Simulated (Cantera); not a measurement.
Feed: 1 mol (CH3)2SiCl2, 0.062 mol C2H4, 32 mol H2, at 2.90 mbar.

These are equilibrium values from Cantera (NASA tables, ideal gas, pure condensed phases), not measurements of a reactor. Candidate condensed phases: C, C6H6, C7H8, C8H18, Si, SiC; 109 gas species. The feed counts by its element totals alone. Gases not in the tables: Si2H6 and higher silanes. The numbers say what is thermodynamically allowed, not how fast it happens.

**Question.** Which condensed phases are stable at each of these points (T (K)): 950, 1150, 1350, 1550, 1750, 1950, 2150, 2350, 2550?

**Answer.** 
```json
[
 {"T (K)": "950", "condensed phases": "C(graphite) + SiC(s)", "Si condensed (%)": "99.2"},
 {"T (K)": "1150", "condensed phases": "C(graphite) + SiC(s)", "Si condensed (%)": "100.0"},
 {"T (K)": "1350", "condensed phases": "C(graphite) + SiC(s)", "Si condensed (%)": "99.9"},
 {"T (K)": "1550", "condensed phases": "C(graphite) + SiC(s)", "Si condensed (%)": "99.7"},
 {"T (K)": "1750", "condensed phases": "C(graphite) + SiC(s)", "Si condensed (%)": "99.2"},
 {"T (K)": "1950", "condensed phases": "C(graphite) + SiC(s)", "Si condensed (%)": "97.0"},
 {"T (K)": "2150", "condensed phases": "C(graphite) + SiC(s)", "Si condensed (%)": "64.4"},
 {"T (K)": "2350", "condensed phases": "C(graphite)", "Si condensed (%)": "0.0"},
 {"T (K)": "2550", "condensed phases": "C(graphite)", "Si condensed (%)": "0.0"}
]
```

From 950 K to 2150 K the condensed part is C(graphite) + SiC(s). From 2350 K to 2550 K the condensed part is C(graphite).
